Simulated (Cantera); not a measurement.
Input (Python, Cantera):

```python
import numpy as np
import cantera as ct

gas = ct.Solution("gri30.yaml")
gas.TPX = 425, 100000, {'CH4': 1, 'CO': 0.042, 'O2': 2.43, 'N2': 9.16}
flame = ct.FreeFlame(gas, width=0.04)
flame.set_refine_criteria(ratio=3, slope=0.08, curve=0.16)
flame.transport_model = "unity-Lewis-number"
flame.solve(loglevel=0, auto=True)
z, T = flame.grid, flame.T
thick = (T[-1] - T[0]) / np.gradient(T, z).max()
show = ['CH4', 'CO', 'O2', 'C2H6', 'CO2', 'NO']
print(f"laminar burning velocity  {flame.velocity[0] * 100:.3f} cm/s")
print(f"burnt temperature         {T[-1]:.1f} K")
print(f"thermal thickness         {thick * 1e3:.4f} mm")
print(f"grid points               {len(z)}")
z0 = z[flame.heat_release_rate.argmax()]
print(f"{'z/mm':>9s}{'T/K':>9s}{'u/(m/s)':>9s}" + "".join(f"{s:>11s}" for s in show))
rows = []
for k in (-3, -2, -1.5, -1, -0.5, -0.25, 0, 0.25, 0.5, 1, 2, 4, 8):
    zz = z0 + k * thick
    rows.append([k * thick, np.interp(zz, z, T), np.interp(zz, z, flame.velocity),
                 *(np.interp(zz, z, flame.X[gas.species_index(s)]) for s in show)])
    print(f"{rows[-1][0] * 1e3:9.3f}{rows[-1][1]:9.1f}{rows[-1][2]:9.3f}" + "".join(f"{x:11.3e}" for x in rows[-1][3:]))
```

It prints:

```
laminar burning velocity  47.391 cm/s
burnt temperature         2129.0 K
thermal thickness         0.4480 mm
grid points               136
     z/mm      T/K  u/(m/s)        CH4         CO         O2       C2H6        CO2         NO
   -1.344    425.3    0.474  7.915e-02  3.333e-03  1.923e-01  2.868e-07  8.813e-06  1.043e-09
   -0.896    428.5    0.478  7.897e-02  3.407e-03  1.921e-01  2.901e-06  8.913e-05  1.065e-08
   -0.672    440.3    0.491  7.833e-02  3.686e-03  1.910e-01  1.279e-05  3.932e-04  4.845e-08
   -0.448    517.1    0.578  7.408e-02  5.527e-03  1.842e-01  7.760e-05  2.398e-03  3.370e-07
   -0.224    899.6    1.012  5.154e-02  1.531e-02  1.482e-01  3.885e-04  1.306e-02  2.470e-06
   -0.112   1275.0    1.445  2.769e-02  2.572e-02  1.097e-01  4.428e-04  2.460e-02  5.103e-06
    0.000   1655.8    1.894  4.822e-03  3.447e-02  6.641e-02  3.825e-05  3.932e-02  8.652e-06
    0.112   1797.1    2.054  1.517e-04  2.837e-02  4.765e-02  5.361e-08  5.185e-02  1.228e-05
    0.224   1853.5    2.111  2.934e-06  2.144e-02  4.299e-02  3.354e-11  5.932e-02  1.479e-05
    0.448   1925.3    2.181  3.297e-09  1.507e-02  3.955e-02  3.887e-16  6.613e-02  1.827e-05
    0.896   2000.8    2.254  2.298e-14  1.029e-02  3.686e-02  2.709e-23  7.138e-02  2.317e-05
    1.792   2062.7    2.312  1.418e-18  6.354e-03  3.478e-02  4.000e-30  7.569e-02  2.991e-05
    3.584   2103.1    2.351  2.090e-19  3.533e-03  3.342e-02  4.759e-31  7.876e-02  3.863e-05
```

Cantera simulation using GRI-Mech 3.0 (53 species, 325 reactions); the numbers are that mechanism's predictions, not measurements. Unity Lewis numbers drop preferential diffusion, which matters most where H2 and H carry the flame. Burning velocities carry a grid error of a few per cent, more on coarse grids.
